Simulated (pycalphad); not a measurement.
An equivalent pycalphad script:

```python
from pycalphad import Database, equilibrium, calculate, variables as v
import numpy as np
db = Database('COST507.tdb')
comps = ['SN', 'SI', 'VA']
phases = ['BCT_A5', 'DIAMOND_A4', 'LIQUID']
eq = equilibrium(db, comps, phases, {v.X('SI'): 0.7, v.T: np.arange(2350, 499, -75), v.P: 101325, v.N: 1}, output=['HM', 'SM'])
```

Source of the numbers: pycalphad with the COST 507 light-alloy database (1999); pressure 1 atm. The database dates from 1999; later assessments differ in places, in temperatures and in the compounds included. Phase fractions are per mole of atoms.

Results at three of the temperatures:

```
T = 2275.00 K, P = 101325 Pa, N = 1 mol of atoms
G = -158048 J/mol, H = 96342 J/mol, S = 111.82 J/(mol K)  (SER reference)
chemical potentials (J/mol): Sn -228167, Si -127997
phase             fraction      x(Sn)      x(Si)
LIQUID              1.0000     0.3000     0.7000
```

```
T = 1900.00 K, P = 101325 Pa, N = 1 mol of atoms
G = -117019 J/mol, H = 86003 J/mol, S = 106.85 J/(mol K)  (SER reference)
chemical potentials (J/mol): Sn -179149, Si -90391
phase             fraction      x(Sn)      x(Si)
LIQUID              1.0000     0.3000     0.7000
```

```
T = 1375.00 K, P = 101325 Pa, N = 1 mol of atoms
G = -68608 J/mol, H = 31838 J/mol, S = 73.05 J/(mol K)  (SER reference)
chemical potentials (J/mol): Sn -112454, Si -49816
phase             fraction      x(Sn)      x(Si)
DIAMOND_A4          0.6800   3.33e-07     1.0000
LIQUID              0.3200     0.9374     0.0626
```

Changes of the phase set, refined by bisection:

```
T (°C)  phases above           phases below
------  ------------  ---------------------
1362.0        liquid  diamond (Si) + liquid
```

DIAMOND_A4 is diamond (Si).
